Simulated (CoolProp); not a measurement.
Model: reference Helmholtz-energy equation of state, Schmidt 1985, in CoolProp. Above 300 K oxygen's equation is extrapolated.

Question: For oxygen, give the phase and the conductivity (mW/(m K)) at -17.15 °C and 0.843 MPa.

Answer: 
- -17.15 °C and 0.843 MPa: gas; conductivity 23.4

Thermal conductivity comes from a separate model (Lemmon 2004).
